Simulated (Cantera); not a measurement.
What does this Cantera script print?

```python
import numpy as np
import cantera as ct

gas_names = """
    CL CL2 H HCL H2 Si SiCL SiCL2 SiCL3 SiCL4 SiH SiHCL3 SiH2 SiH2CL2 SiH3 SiH3CL SiH4 Si2 Si3
""".split()
cond_names = """
    Si(cr) Si(L)
""".split()


# ... load() reads the species with a 1 bar reference pressure and builds the phases ...
atoms = {
    'SiCl4': {'Si': 1, 'CL': 4},
    'H2': {'H': 2},
}
top_T = {}  # K; cautious upper limits of use, not melting points


# ... equilibrate(T, P, feed) seeds the gas with the atoms and calls Mixture.equilibrate('TP', solver="vcs", rtol=1e-11, max_steps=5000) ...
results = []
P = 13332.2  # Pa
for T in [800, 900, 1000, 1100, 1200, 1300, 1400, 1500, 1600, 1700]:
    for m in [11, 16, 21, 26, 31, 36, 40, 45, 50, 55, 60, 65]:
        feed = {'SiCl4': 1, 'H2': m}  # mol
        mix = equilibrate(T, P, feed)
        results.append((T, P, feed, dict(zip(mix.species_names, mix.species_moles))))

for T, P, feed, n in results:
    print(f"{T:7g} {feed['H2']:10.4g}  " + (" + ".join(c for c in cond_names if n.get(c, 0) > 1e-12) or "gas only"))
```

Output:

```
    800         11  gas only
    800         16  gas only
    800         21  gas only
    800         26  gas only
    800         31  gas only
    800         36  gas only
    800         40  gas only
    800         45  gas only
    800         50  gas only
    800         55  gas only
    800         60  gas only
    800         65  gas only
    900         11  gas only
    900         16  gas only
    900         21  gas only
    900         26  gas only
    900         31  gas only
    900         36  gas only
    900         40  gas only
    900         45  gas only
    900         50  gas only
    900         55  gas only
    900         60  gas only
    900         65  gas only
   1000         11  gas only
   1000         16  gas only
   1000         21  gas only
   1000         26  gas only
   1000         31  Si(cr)
   1000         36  Si(cr)
   1000         40  Si(cr)
   1000         45  Si(cr)
   1000         50  Si(cr)
   1000         55  Si(cr)
   1000         60  Si(cr)
   1000         65  Si(cr)
   1100         11  Si(cr)
   1100         16  Si(cr)
   1100         21  Si(cr)
   1100         26  Si(cr)
   1100         31  Si(cr)
   1100         36  Si(cr)
   1100         40  Si(cr)
   1100         45  Si(cr)
   1100         50  Si(cr)
   1100         55  Si(cr)
   1100         60  Si(cr)
   1100         65  Si(cr)
   1200         11  Si(cr)
   1200         16  Si(cr)
   1200         21  Si(cr)
   1200         26  Si(cr)
   1200         31  Si(cr)
   1200         36  Si(cr)
   1200         40  Si(cr)
   1200         45  Si(cr)
   1200         50  Si(cr)
   1200         55  Si(cr)
   1200         60  Si(cr)
   1200         65  Si(cr)
   1300         11  Si(cr)
   1300         16  Si(cr)
   1300         21  Si(cr)
   1300         26  Si(cr)
   1300         31  Si(cr)
   1300         36  Si(cr)
   1300         40  Si(cr)
   1300         45  Si(cr)
   1300         50  Si(cr)
   1300         55  Si(cr)
   1300         60  Si(cr)
   1300         65  Si(cr)
   1400         11  gas only
   1400         16  Si(cr)
   1400         21  Si(cr)
   1400         26  Si(cr)
   1400         31  Si(cr)
   1400         36  Si(cr)
   1400         40  Si(cr)
   1400         45  Si(cr)
   1400         50  Si(cr)
   1400         55  Si(cr)
   1400         60  Si(cr)
   1400         65  Si(cr)
   1500         11  gas only
   1500         16  Si(cr)
   1500         21  Si(cr)
   1500         26  Si(cr)
   1500         31  Si(cr)
   1500         36  Si(cr)
   1500         40  Si(cr)
   1500         45  Si(cr)
   1500         50  Si(cr)
   1500         55  Si(cr)
   1500         60  Si(cr)
   1500         65  Si(cr)
   1600         11  gas only
   1600         16  Si(cr)
   1600         21  Si(cr)
   1600         26  Si(cr)
   1600         31  Si(cr)
   1600         36  Si(cr)
   1600         40  Si(cr)
   1600         45  Si(cr)
   1600         50  Si(cr)
   1600         55  Si(cr)
   1600         60  Si(cr)
   1600         65  Si(cr)
   1700         11  gas only
   1700         16  Si(L)
   1700         21  Si(L)
   1700         26  Si(L)
   1700         31  Si(L)
   1700         36  Si(L)
   1700         40  Si(L)
   1700         45  Si(L)
   1700         50  Si(L)
   1700         55  Si(L)
   1700         60  Si(L)
   1700         65  Si(L)
```

These are equilibrium values from Cantera (NASA tables, ideal gas, pure condensed phases), not measurements of a reactor. The tables' values for SiCl3 are old estimates.
